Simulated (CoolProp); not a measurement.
R1233zd(E) along the isobar 4730 kPa: fugacity coefficient from the reference equation and from simpler models built on Tc = 438.9 K, pc = 3583 kPa, ω = 0.304; each cubic takes its own stable root.

Model: reference Helmholtz-energy equation of state, Akasaka 2022, in CoolProp.

```json
[
 {"T (K)": "356", "phase": "liquid", "reference": "0.1501", "Redlich-Kwong": "0.2045", "Soave-Redlich-Kwong": "0.1566"},
 {"T (K)": "362.7", "phase": "liquid", "reference": "0.1721", "Redlich-Kwong": "0.2278", "Soave-Redlich-Kwong": "0.1798"},
 {"T (K)": "369.5", "phase": "liquid", "reference": "0.1962", "Redlich-Kwong": "…", "Soave-Redlich-Kwong": "0.2051"},
 {"T (K)": "376.2", "phase": "liquid", "reference": "0.2217", "Redlich-Kwong": "0.2779", "Soave-Redlich-Kwong": "0.2320"},
 {"T (K)": "382.9", "phase": "liquid", "reference": "0.2489", "Redlich-Kwong": "0.3043", "Soave-Redlich-Kwong": "0.2606"},
 {"T (K)": "389.6", "phase": "liquid", "reference": "0.2776", "Redlich-Kwong": "0.3315", "Soave-Redlich-Kwong": "0.2908"},
 {"T (K)": "396.3", "phase": "liquid", "reference": "0.3079", "Redlich-Kwong": "0.3594", "Soave-Redlich-Kwong": "0.3224"},
 {"T (K)": "403", "phase": "liquid", "reference": "0.3395", "Redlich-Kwong": "…", "Soave-Redlich-Kwong": "0.3554"},
 {"T (K)": "409.7", "phase": "liquid", "reference": "0.3723", "Redlich-Kwong": "0.4167", "Soave-Redlich-Kwong": "0.3894"},
 {"T (K)": "416.4", "phase": "liquid", "reference": "0.4061", "Redlich-Kwong": "0.4457", "Soave-Redlich-Kwong": "0.4242"},
 {"T (K)": "423.2", "phase": "liquid", "reference": "…", "Redlich-Kwong": "0.4753", "Soave-Redlich-Kwong": "0.4600"},
 {"T (K)": "429.9", "phase": "liquid", "reference": "0.4762", "Redlich-Kwong": "0.5042", "Soave-Redlich-Kwong": "0.4954"},
 {"T (K)": "436.6", "phase": "liquid", "reference": "0.5113", "Redlich-Kwong": "0.5326", "Soave-Redlich-Kwong": "0.5304"},
 {"T (K)": "443.3", "phase": "supercritical", "reference": "0.5459", "Redlich-Kwong": "0.5602", "Soave-Redlich-Kwong": "0.5644"},
 {"T (K)": "450", "phase": "supercritical", "reference": "0.5792", "Redlich-Kwong": "0.5866", "Soave-Redlich-Kwong": "0.5963"}
]
```

What belongs in the gaps?


- 369.5, Redlich-Kwong: 0.2525
- 403, Redlich-Kwong: 0.3878
- 423.2, reference: 0.4412
